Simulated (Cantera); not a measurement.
## Thermodynamics of chlorosilane synthesis and conversion, feed SiCl₄ + HCl + H₂

Charge: 1 mol SiCl₄, 0.76 mol HCl, 16 mol H₂, at 14.0 bar.

Method: chemical equilibrium by Gibbs-energy minimisation in Cantera with the NASA 1993 tables (ideal gas, pure condensed phases). Candidate condensed phases: Si; 19 gas species. The tables' values for SiCl₃ are old estimates; treat these amounts as uncertain. Gases not in the tables: Si₂H₆ and higher silanes. Rates play no part.

| T (K) | x H₂ | x HCl | x SiCl₄ | x SiCl₂ | x SiHCl₃ | x SiCl₃ | x SiH₂Cl₂ |
|---|---|---|---|---|---|---|---|
| 1223 | 0.881 | 0.0624 | 0.0378 | 0.000150 | 0.0165 | 0.000845 | 0.000959 |
| 1273 | 0.878 | 0.0661 | 0.0347 | 0.000382 | 0.0184 | 0.00142 | 0.00135 |
| 1323 | 0.874 | 0.0702 | 0.0314 | 0.000873 | 0.0198 | 0.00224 | 0.00179 |
| 1373 | 0.869 | 0.0749 | 0.0281 | 0.00180 | 0.0206 | 0.00331 | 0.00224 |
| 1423 | 0.864 | 0.0801 | 0.0246 | 0.00339 | 0.0206 | 0.00459 | 0.00263 |
| 1473 | 0.858 | 0.0860 | 0.0212 | 0.00579 | 0.0198 | 0.00599 | 0.00291 |
| 1523 | 0.852 | 0.0926 | 0.0177 | 0.00908 | 0.0183 | 0.00734 | 0.00304 |
| 1573 | 0.845 | 0.0995 | 0.0144 | 0.0131 | 0.0162 | 0.00847 | 0.00300 |
| 1623 | 0.838 | 0.106 | 0.0113 | 0.0177 | 0.0138 | 0.00926 | 0.00284 |
| 1673 | 0.832 | 0.113 | 0.00860 | 0.0225 | 0.0113 | 0.00962 | 0.00258 |
| 1723 | 0.826 | 0.119 | 0.00635 | 0.0271 | 0.00905 | 0.00957 | 0.00227 |
| 1773 | 0.821 | 0.125 | 0.00457 | 0.0313 | 0.00706 | 0.00918 | 0.00196 |
x: gas mole fraction; nothing condenses.

From 1223 K to 1773 K nothing is condensed. The main Si-bearing gas is SiCl₄ at 1223 K and SiCl₂ at 1773 K.
